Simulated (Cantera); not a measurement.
Cantera run, input and output.

```python
import numpy as np
import cantera as ct

gas = ct.Solution("gri30.yaml")
gas.TPX = 300, 74000, {'C3H8': 1, 'O2': 6.33, 'N2': 31}
flame = ct.FreeFlame(gas, width=0.049)
flame.set_refine_criteria(ratio=3, slope=0.08, curve=0.16)
flame.transport_model = "mixture-averaged"
flame.solve(loglevel=0, auto=True)
z, T = flame.grid, flame.T
thick = (T[-1] - T[0]) / np.gradient(T, z).max()
show = ['C3H8', 'O2', 'OH', 'NO', 'O', 'C2H6']
print(f"laminar burning velocity  {flame.velocity[0] * 100:.3f} cm/s")
print(f"burnt temperature         {T[-1]:.1f} K")
print(f"thermal thickness         {thick * 1e3:.4f} mm")
print(f"grid points               {len(z)}")
z0 = z[flame.heat_release_rate.argmax()]
print(f"{'z/mm':>9s}{'T/K':>9s}{'u/(m/s)':>9s}" + "".join(f"{s:>11s}" for s in show))
rows = []
for k in (-3, -2, -1.5, -1, -0.5, -0.25, 0, 0.25, 0.5, 1, 2, 4, 8):
    zz = z0 + k * thick
    rows.append([k * thick, np.interp(zz, z, T), np.interp(zz, z, flame.velocity),
                 *(np.interp(zz, z, flame.X[gas.species_index(s)]) for s in show)])
    print(f"{rows[-1][0] * 1e3:9.3f}{rows[-1][1]:9.1f}{rows[-1][2]:9.3f}" + "".join(f"{x:11.3e}" for x in rows[-1][3:]))
```

Result:

```
laminar burning velocity  21.596 cm/s
burnt temperature         1790.2 K
thermal thickness         0.7973 mm
grid points               142
     z/mm      T/K  u/(m/s)       C3H8         O2         OH         NO          O       C2H6
   -2.392    300.1    0.216  2.608e-02  1.651e-01  3.210e-15  1.063e-11  1.092e-15  7.311e-09
   -1.595    301.7    0.217  2.607e-02  1.649e-01  1.906e-12  1.535e-10  9.653e-14  1.936e-07
   -1.196    310.1    0.224  2.603e-02  1.641e-01  1.368e-10  1.019e-09  1.535e-12  1.910e-06
   -0.797    371.1    0.269  2.569e-02  1.591e-01  1.969e-08  1.233e-08  1.059e-10  2.678e-05
   -0.399    713.2    0.525  1.960e-02  1.295e-01  4.164e-06  3.167e-07  1.180e-07  3.313e-04
   -0.199   1049.9    0.785  8.620e-03  9.831e-02  5.738e-05  9.290e-07  9.839e-06  6.186e-04
    0.000   1380.4    1.042  3.483e-04  6.452e-02  9.101e-04  1.746e-06  4.188e-04  8.886e-05
    0.199   1512.8    1.139  2.029e-07  4.800e-02  2.319e-03  2.792e-06  1.968e-03  2.151e-07
    0.399   1568.3    1.175  3.939e-11  4.217e-02  2.939e-03  3.642e-06  2.418e-03  1.724e-10
    0.797   1636.6    1.220  2.333e-17  3.783e-02  3.199e-03  4.767e-06  2.095e-03  2.402e-15
    1.595   1703.0    1.265  4.165e-27  3.510e-02  2.878e-03  5.926e-06  1.318e-03  7.376e-22
    3.189   1750.5    1.297  2.304e-37  3.352e-02  2.132e-03  6.866e-06  6.139e-04  2.971e-29
    6.379   1775.5    1.314  7.471e-44  3.277e-02  1.375e-03  7.534e-06  2.354e-04  4.410e-31
```

Cantera simulation using GRI-Mech 3.0 (53 species, 325 reactions); the numbers are that mechanism's predictions, not measurements. GRI-Mech 3.0 was tuned for natural gas; its chemistry of propane as a main component is partial and can be far from experiment. Burning velocities carry a grid error of a few per cent, more on coarse grids.
